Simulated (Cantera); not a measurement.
An isothermal, constant-pressure homogeneous reactor starts with H2 : O2 : H2O = 0.0076 : 1 : 0.0026 (molar parts), at 1350 K and 20.0 Torr.

Detailed kinetics in Cantera: GRI-Mech 3.0 (53 species, 325 reactions). Radical loss at walls, strong at low pressure, is not modelled.

x: mole fraction; the columns are a selection and need not sum to one.

```
t (s)        x H2   x O2    x H2O  x O      x OH    x H2O2
--------  -------  -----  -------  ---  --------  --------
2.00e-5   0.00752  0.990  0.00257  [?]   1.78e-9    <1e-12
6.29e-5   0.00752  0.990  0.00257  [?]   9.09e-9  1.38e-12
0.000198  0.00752  0.990  0.00257  [?]   4.31e-8  1.31e-11
0.000623  0.00752  0.990  0.00257  [?]   4.38e-7  1.14e-10
0.00196   0.00725  0.990  0.00277  [?]  0.000143   1.54e-9
0.00617   3.19e-5  0.983  0.00945  [?]   0.00103   2.26e-8
0.0194    2.67e-5  0.984  0.00951  [?]  0.000962   2.15e-8
0.0612    1.88e-5  0.986  0.00964  [?]  0.000809   1.92e-8
0.192     8.28e-6  0.988  0.00983  [?]  0.000537   1.38e-8
0.606     1.98e-6  0.989  0.01000  [?]  0.000263   6.46e-9
1.91      3.31e-7  0.990   0.0101  [?]  0.000108   1.90e-9
6.00      5.75e-8  0.990   0.0101  [?]   4.51e-5  4.56e-10
```

Question: What belongs in the gaps?

Answer: 
- 2.00e-5, x O: 1.79e-9
- 6.29e-5, x O: 9.46e-9
- 0.000198, x O: 4.83e-8
- 0.000623, x O: 5.29e-7
- 0.00196, x O: 0.000179
- 0.00617, x O: 0.00637
- 0.0194, x O: 0.00561
- 0.0612, x O: 0.00392
- 0.192, x O: 0.00169
- 0.606, x O: 0.000400
- 1.91, x O: 6.66e-5
- 6.00, x O: 1.16e-5
